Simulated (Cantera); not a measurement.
Input (Python, Cantera) and output of one run.

```python
import numpy as np
import cantera as ct

gas_names = """
    C CH CH2 CH3 CH2OH CH3O CH4 CH3OH CO CO2 COOH C2 C2H CHCO,ketyl C2H2,acetylene C2H2,vinylidene
    CH2CO,ketene C2H3,vinyl CH3CO,acetyl C2H4 C2H4O,ethylen CH3CHO,ethanal CH3COOH (HCOOH)2 C2H5 C2H6
    CH3OCH3 C2H5OH C2O C3 C3H3,propargyl C3H4,allene C3H4,propyne C3H4,cyclo- C3H5,allyl C3H6,propylene
    C3H6,cyclo- C3H6O C3H7,n-propyl C3H7,i-propyl C3H8 C3H8O,1propanol C3H8O,2propanol C3O2 C4 C4H2
    C4H4,1,3-cyclo- C4H6,butadiene C4H6,2-butyne C4H6,cyclo- C4H8,1-butene C4H8,cis2-buten
    C4H8,tr2-butene C4H8,isobutene C4H8,cyclo- (CH3COOH)2 C4H9,n-butyl C4H9,i-butyl C4H9,s-butyl
    C4H9,t-butyl C4H10,isobutane C4H10,n-butane C5 C5H6,1,3cyclo- C5H8,cyclo- C5H10,1-pentene
    C5H10,cyclo- C5H11,pentyl C5H11,t-pentyl C5H12,n-pentane C5H12,i-pentane CH3C(CH3)2CH3 C6H2
    C6H5,phenyl C6H5O,phenoxy C6H6 C6H5OH,phenol C6H10,cyclo- C6H12,1-hexene C6H12,cyclo- C6H13,n-hexyl
    C7H7,benzyl C7H8 C7H8O,cresol C7H14,1-heptene C7H15,n-heptyl C7H16,n-heptane C8H8,styrene
    C8H10,ethylbenz C8H16,1-octene C8H17,n-octyl C8H18,isooctane C8H18,n-octane C9H19,n-nonyl
    C10H8,naphthale C10H21,n-decyl C12H9,o-bipheny C12H10,bipheny H HCO HO2 H2 HCHO,formaldehy HCOOH H2O
    H2O2 O OH O2 O3
""".split()
cond_names = """
    C(gr) C6H6(L) C7H8(L) C8H18(L),n-octa H2O(s) H2O(L)
""".split()


def load(file, names, dense=False):
    # The tables refer to 1 bar. Condensed volumes are neglected.
    table = {s.name: s for s in ct.Species.list_from_file(file)}
    out = []
    for n in names:
        d = dict(table[n].input_data)
        d["thermo"] = dict(d["thermo"], **{"reference-pressure": 1e5})
        if dense:
            d["equation-of-state"] = {"model": "constant-volume", "density": "1e6 g/cm^3"}
        out.append(ct.Species.from_dict(d))
    return out


gas = ct.Solution(thermo="ideal-gas", species=load("nasa_gas.yaml", gas_names))
cond = {s.name: ct.Solution(thermo="fixed-stoichiometry", species=[s], name=s.name)
        for s in load("nasa_condensed.yaml", cond_names, dense=True)}
atoms = {
    'C2H4': {'C': 2, 'H': 4},
    'O2': {'O': 2},
    'H2': {'H': 2},
}
top_T = {'C(gr)': 4500}  # K; cautious upper limits of use, not melting points


def equilibrate(T, P, feed):
    n = {}
    for name, mol in feed.items():
        for a, k in atoms[name].items():
            n[a] = n.get(a, 0.0) + k * mol
    gas.TPX = T, P, n
    mass = sum(n.values()) * gas.mean_molecular_weight
    gas.equilibrate("TP")
    valid = [c for c in cond.values() if c.min_temp <= T <= top_T.get(c.name, c.max_temp)]
    mix = ct.Mixture([(gas, mass / gas.mean_molecular_weight)] + [(c, 0.0) for c in valid])
    mix.T, mix.P = T, P
    mix.equilibrate("TP", solver="vcs", rtol=1e-11, max_steps=5000)
    return mix


results = []
feed = {'C2H4': 1, 'O2': 0.16, 'H2': 87}  # mol
P = 1333.22  # Pa
for T in [648, 798, 948, 1098, 1248, 1398, 1548, 1698, 1848, 1998, 2148, 2298, 2448, 2598]:
    mix = equilibrate(T, P, feed)
    results.append((T, P, feed, dict(zip(mix.species_names, mix.species_moles))))

top = {s: max(r[3][s] / sum(r[3][g] for g in gas_names) for r in results) for s in gas_names}
cols = sorted((s for s in top if top[s] > 0.001), key=lambda s: -top[s])[:9]
seen = [c for c in cond_names if any(r[3].get(c, 0) > 1e-12 for r in results)]
print("log10 of partial pressures in bar; condensed amounts in mol")
print(f"{'T/K':>10s}" + "".join(f"{s[:9]:>10s}" for s in cols + seen))
for T, P, feed, n in results:
    ng = sum(n[g] for g in gas_names)
    print(f"{T:10.4g}" + "".join(f"{np.log10(max(n[s] / ng * P / 1e5, 1e-99)):10.3f}" for s in cols)
          + "".join(f"{n.get(c, 0):10.4g}" for c in seen))
```

Output:

```
log10 of partial pressures in bar; condensed amounts in mol
       T/K        H2         H       CH4 C2H2,acet       H2O        CO     C(gr)
       648    -1.887   -15.860    -3.514   -19.598    -4.310    -7.040         0
       798    -1.884   -12.517    -3.626   -13.810    -4.929    -4.436    0.2033
       948    -1.878   -10.219    -4.521   -11.465    -6.217    -4.326     1.483
      1098    -1.877    -8.545    -5.191    -9.772    -7.235    -4.321     1.637
      1248    -1.877    -7.269    -5.706    -8.490    -8.011    -4.321     1.667
      1398    -1.877    -6.263    -6.113    -7.487    -8.619    -4.321     1.674
      1548    -1.877    -5.450    -6.441    -6.681    -9.109    -4.321     1.675
      1698    -1.877    -4.778    -6.712    -6.020    -9.510    -4.321     1.666
      1848    -1.879    -4.215    -6.939    -5.468    -9.846    -4.322     1.633
      1998    -1.883    -3.736    -7.136    -5.003   -10.135    -4.324     1.545
      2148    -1.893    -3.327    -7.317    -4.611   -10.390    -4.329     1.344
      2298    -1.914    -2.976    -7.497    -4.283   -10.629    -4.338    0.9464
      2448    -1.955    -2.678    -7.696    -4.018   -10.868    -4.356    0.2503
      2598    -2.023    -2.431    -8.025    -3.995   -11.036    -4.386         0
```

Equilibrium computed with Cantera from the NASA thermochemical tables; the gas is ideal and each condensed phase is pure.
